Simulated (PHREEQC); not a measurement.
Solution (20 °C): 0.86 mol H2SO4 and 0.53 mol H3BO3 per kg of water. Closed to the air; pH follows from the charge balance.

Computed with PHREEQC (Pitzer model, pitzer.dat).

```csv
quantity,before,after
pH,-0.05,-0.02
ionic strength (mol/kgw),1.29,1.18
HSO4- (mol/kgw),0.645,0.698
SO4-2 (mol/kgw),0.215,0.162
B3O3(OH)4- (mol/kgw),1.70e-8,1.73e-8
B(OH)4- (mol/kgw),8.64e-10,8.73e-10
```

Problem. What was changed between the two runs?
(A) temperature from 20 to 35 °C
(B) H2SO4 replaced by NaHSO4 at the same molality
(C) H3BO3 from 0.53 to 0.106 mol/kgw
(D) diluted 2-fold with water

Solution. A, temperature from 20 to 35 °C

No solid was allowed to form. In brines, pH and single-ion activities rest on the MacInnes convention.
